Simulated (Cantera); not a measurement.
A perfectly stirred reactor is fed with CH₄ : H₂ : CO₂ : H₂O = 0.026 : 1 : 0.017 : 0.015 (molar parts), at 2670 Pa; it is held at 2675 K, and followed from long to short residence time.

Detailed kinetics in Cantera: GRI-Mech 3.0 (53 species, 325 reactions). Radical loss at walls, strong at low pressure, is not modelled.

Q: Predict: x(CH₄) at τ = 1.70 s; x(H₂) at τ = 1.70 s; x(CO₂) at τ = 1.70 s; x(O) at τ = 1.70 s; x(CH₄) at τ = 12.0 ms; x(H₂) at τ = 12.0 ms; x(CO₂) at τ = 12.0 ms; x(CH₂CO) at τ = 12.0 ms; x(O) at τ = 12.0 ms.

A: 
```
Quantity                    Value
-----------------------  --------
x(CH₄) at τ = 1.70 s      1.58e-7
x(H₂) at τ = 1.70 s         0.711
x(CO₂) at τ = 1.70 s      3.06e-5
x(O) at τ = 1.70 s        8.38e-5
x(CH₄) at τ = 12.0 ms    0.000884
x(H₂) at τ = 12.0 ms        0.896
x(CO₂) at τ = 12.0 ms    0.000219
x(CH₂CO) at τ = 12.0 ms   1.27e-6
x(O) at τ = 12.0 ms       8.85e-6
```
